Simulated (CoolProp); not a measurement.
Vapour-liquid equilibrium of sulfur dioxide (1) + toluene (2) at 42.55 °C; x and y are mole fractions of (1).

The numbers come from the multi-fluid Helmholtz-energy mixture model, Gao 2016 and Lemmon 2006; pair parameters Bell 2016 in CoolProp.

| x | bubble pressure (MPa) | y at the bubble point | dew pressure at overall composition x (MPa) | liquid density (mol/L) |
|---|---|---|---|---|
| 0.05 | 0.03245 | 0.738 | 0.009324 | 9.479 |
| 0.15 | 0.08982 | 0.914 | 0.01040 | 10.13 |
| 0.25 | 0.1570 | 0.956 | 0.01177 | 10.84 |
| 0.35 | 0.2290 | 0.973 | 0.01354 | 11.65 |
| 0.45 | 0.3018 | 0.983 | 0.01593 | 12.55 |
| 0.55 | 0.3726 | 0.988 | 0.01936 | 13.57 |
| 0.65 | 0.4408 | 0.992 | 0.02466 | 14.73 |
| 0.75 | 0.5071 | 0.995 | 0.03396 | 16.07 |
| 0.85 | 0.5736 | 0.997 | 0.05464 | 17.64 |
| 0.95 | 0.6431 | 0.999 | 0.1417 | 19.48 |

No azeotrope shows between x = 0.05 and 0.95.

The pair parameters rest on a limited set of measurements; away from them the model extrapolates.
